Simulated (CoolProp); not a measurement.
Vapour-liquid equilibrium of propane (1) + neopentane (2) at 5.13 bar; x and y are mole fractions of (1).

Model: multi-fluid Helmholtz-energy mixture model, Lemmon 2009 and Lemmon 2006; pair parameters Bell 2016, in CoolProp.

```csv
x,bubble temperature (°C),y at the bubble point,dew temperature at overall composition x (°C),liquid density (mol/L)
0.05,61.0,0.113,62.9,7.626
0.2,51.6,0.394,58.3,8.190
0.35,42.2,0.617,53.3,___
0.5,32.2,0.788,47.5,9.483
0.65,21.8,0.904,___,10.22
0.8,12.2,0.968,31.3,___
0.95,4.5,0.996,15.5,11.69
```

Problem. What belongs in the gaps?

Solution. 
- 0.35, liquid density (mol/L): 8.806
- 0.65, dew temperature at overall composition x (°C): 40.5
- 0.8, liquid density (mol/L): 10.97

No azeotrope shows between x = 0.05 and 0.95.

The pair parameters rest on a limited set of measurements; away from them the model extrapolates.
